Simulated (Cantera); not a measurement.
Catalytic stagnation flow on Pt

A jet of CH4 : O2 : N2 = 0.01 : 0.1 : 0.79 (molar parts) at 300 K and 37000 Pa hits a platinum plate 7.2 cm away at a mass flux of 0.17 kg/m²/s; the plate temperature is set and raised in steps from an oxygen-covered start.

Computed with Cantera and Deutschmann's 1995 Pt surface mechanism with GRI-Mech 3.0 gas chemistry. Catalytic surfaces can have several steady states; this one follows from the mechanism file's or the stated starting coverage.

| plate T (K) | wall x CH4 | wall x O2 | wall x H2O | wall x OH | wall x CO | wall x CO2 | θ free Pt | θ O* | θ OH* |
|---|---|---|---|---|---|---|---|---|---|
| 850 | 0.00884 | 0.106 | 0.00425 | <1e-8 | 1.98e-6 | 0.00277 | 0.0908 | 0.908 | 0.000948 |
| 900 | 0.00669 | 0.102 | 0.00825 | 1.18e-8 | 2.12e-6 | 0.00540 | 0.139 | 0.860 | 0.00127 |
| 950 | 0.00464 | 0.0974 | 0.0120 | 3.78e-8 | 2.02e-6 | 0.00788 | 0.194 | 0.804 | 0.00143 |
| 1000 | 0.00317 | 0.0943 | 0.0147 | 1.02e-7 | 1.84e-6 | 0.00967 | 0.254 | 0.744 | 0.00145 |
| 1050 | 0.00221 | 0.0923 | 0.0164 | 2.43e-7 | 1.68e-6 | 0.0108 | 0.316 | 0.683 | 0.00138 |
| 1100 | 0.00160 | 0.0910 | 0.0175 | 5.28e-7 | 1.58e-6 | 0.0115 | 0.378 | 0.621 | 0.00128 |
x: mole fraction at the wall; θ: surface coverage.
